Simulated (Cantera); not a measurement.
Feed: 1 mol Si₃H₈, 0.22 mol Cl₂, 13 mol H₂, equilibrated at 1 atm.

These are equilibrium values from Cantera (NASA tables, ideal gas, pure condensed phases), not measurements of a reactor. Candidate condensed phases: Si; 19 gas species. The feed counts by its element totals alone. The tables' values for SiCl₃ are old estimates; treat these amounts as uncertain. Kinetics and transport are ignored. All values below are at 1023 K.

Base state: H₂ 0.988, HCl 0.00558, SiHCl₃ 0.00329, SiCl₄ 0.00220, SiH₂Cl₂ 0.000546, SiCl₃ 7.64e-5, SiCl₂ 5.61e-5, SiH₃Cl 2.33e-5 (mole fractions); condensed: Si(s).

### Question
What changes in the equilibrium state with this change: H₂ from 13 to 31 mol?

### Answer
```csv
species,before,after
H₂,0.988,0.993
HCl,0.00558,0.00428
SiHCl₃,0.00329,0.00147
SiCl₄,0.00220,0.000750
SiCl₃,7.64e-5,3.41e-5
SiCl₂,5.61e-5,3.28e-5
SiH₂Cl₂,0.000546,0.000320
"Si(s), mol",2.89,2.91
```

### Question
What changes in the equilibrium state with this change: H₂ from 13 to 270 mol?

### Answer
| species | before | after |
|---|---|---|
| H₂ | 0.988 | 0.999 |
| HCl | 0.00558 | 0.00136 |
| SiHCl₃ | 0.00329 | 4.66e-5 |
| SiCl₄ | 0.00220 | 7.47e-6 |
| SiCl₃ | 7.64e-5 | 1.08e-6 |
| Si(s), mol | 2.89 | 2.97 |
